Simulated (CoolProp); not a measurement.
The fluid at 345.71 K and 0.00475 MPa flows at 7.2 m/s in a round tube of 1 mm bore and 1.5 µm roughness, fully developed (64/Re and Nu = 3.66 if laminar; Colebrook and Gnielinski if turbulent). The same conditions are run with several fluids, on thermodynamics alone (safety and materials aside).

Values from CoolProp's reference Helmholtz-energy equation of state of each fluid (o-xylene: Zhou 2012; sulfur hexafluoride: Guder 2009; CF4 (R14): Platzer 1990; R143a: Lemmon and Jacobsen 2000; n-heptane: Span 2003). The equations of Platzer and Polt are older, rougher fits.

| fluid | Reynolds number | Darcy friction factor | pressure drop (Pa/m) | heat-transfer coefficient (W/(m² K)) | mass flow (kg/h) |
|---|---|---|---|---|---|
| o-xylene | 168 | 0.380 | 1740 | 63.9 | … |
| sulfur hexafluoride | … | 0.638 | 3990 | 60.4 | 0.00492 |
| CF4 (R14) | 53.7 | 1.19 | … | … | 0.00296 |
| R143a | 77.9 | … | 2960 | 71.5 | … |
| n-heptane | … | 0.363 | 1560 | 58.8 | 0.00338 |

What belongs in the gaps?


- o-xylene, mass flow (kg/h): 0.00359
- sulfur hexafluoride, Reynolds number: 100
- CF4 (R14), pressure drop (Pa/m): 4500
- CF4 (R14), heat-transfer coefficient (W/(m² K)): 72.7
- R143a, Darcy friction factor: 0.822
- R143a, mass flow (kg/h): 0.00283
- n-heptane, Reynolds number: 176

Transport values come from each fluid's own correlations; those of CF4 (R14), R143a are estimates that may be off by 10 % or more.
